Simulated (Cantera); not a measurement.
NO annealing gas

An isothermal, constant-pressure homogeneous reactor starts with NO : N2 = 1 : 2.1 (molar parts), at 2175 K and 56.3 Torr.

Computed with Cantera and GRI-Mech 3.0 (53 species, 325 reactions).

```tsv
t (s)	x NO	x O2	x NO2	x N2O	x O	x N2
0.000100	0.323	1.18e-8	1.51e-8	2.84e-6	2.98e-6	0.677
0.000264	0.323	8.42e-8	8.95e-8	7.17e-6	8.13e-6	0.677
0.000696	0.323	6.24e-7	4.41e-7	1.69e-5	2.32e-5	0.677
0.00184	0.322	4.99e-6	1.75e-6	3.39e-5	7.09e-5	0.677
0.00484	0.322	4.30e-5	5.68e-6	4.91e-5	0.000217	0.677
0.0128	0.321	0.000346	1.31e-5	4.94e-5	0.000538	0.678
0.0337	0.318	0.00196	1.95e-5	4.55e-5	0.000845	0.680
0.0890	0.307	0.00731	2.51e-5	4.09e-5	0.00106	0.685
0.235	0.274	0.0235	3.43e-5	3.05e-5	0.00150	0.701
0.619	0.184	0.0677	3.78e-5	1.24e-5	0.00229	0.746
1.63	0.0559	0.132	1.59e-5	1.14e-6	0.00308	0.809
4.31	0.0128	0.153	3.94e-6	1.82e-7	0.00331	0.831
11.4	0.0105	0.154	3.25e-6	1.65e-7	0.00332	0.832
30.0	0.0105	0.154	3.25e-6	1.65e-7	0.00332	0.832
```
x: mole fraction; the columns are a selection and need not sum to one.

Equilibrium at this temperature and pressure: NO 0.0105, O2 0.154, NO2 3.25e-6, N2O 1.65e-7, O 0.00332, N2 0.832 (gas phase only).
